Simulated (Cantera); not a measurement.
An isothermal, constant-pressure homogeneous reactor starts with 43.5 % C2H6, 56.5 % N2, at 1875 K and 36.0 Torr.

Model: GRI-Mech 3.0 (53 species, 325 reactions), integrated in Cantera. GRI-Mech 3.0 stops at C3 and has no aromatics, soot or wall deposition, so with more carbon than oxygen in the feed, carbon stays in small species such as C2H2 where larger ones or solid carbon would form. Radical loss at walls, strong at low pressure, is not modelled.

x: mole fraction; the columns are a selection and need not sum to one.

```csv
t (s),x C2H6,x C2H,x H2,x C2H4,x HCN
4.00e-5,0.0902,5.32e-6,0.119,0.110,1.14e-6
0.000225,0.000749,1.61e-5,0.299,0.0528,3.34e-6
0.00126,7.98e-5,7.09e-6,0.362,0.00681,3.66e-6
0.00711,2.57e-5,6.85e-6,0.403,0.00109,4.17e-6
0.0400,2.40e-6,9.14e-6,0.448,0.000157,6.56e-6
0.225,4.63e-8,1.19e-5,0.462,7.43e-5,1.32e-5
1.26,___,1.22e-5,0.463,7.29e-5,___
7.11,1.42e-9,1.22e-5,0.463,7.29e-5,___
40.0,1.42e-9,1.22e-5,0.463,7.29e-5,0.000168
```

Problem. Some entries are withheld; supply them.

Solution. 
- 1.26, x C2H6: 2.13e-9
- 1.26, x HCN: 2.20e-5
- 7.11, x HCN: 4.46e-5
